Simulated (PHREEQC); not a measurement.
# Nickel, zinc or cadmium bath: speciation

Make-up at 75 °C: 0.21 mol/kgw CdSO4, 0.00082 mol/kgw NaOH, 0.011 mol/kgw H2SO4 and 0.13 mol/kgw MnCl2. Closed to the air; pH follows from the charge balance.

The numbers come from PHREEQC with the ion-association model, wateq4f.dat.

This is a speciation only: nothing precipitates in the calculation.

**Question.** Predict the pH.

**Answer.** pH 2.58.

**Question.** In which forms is Na present?

**Answer.** Na+ 92 %, NaSO4- 7.7 % of the Na.

At this temperature some constants are extrapolated from 25 °C, and those without enthalpy data are left unchanged.
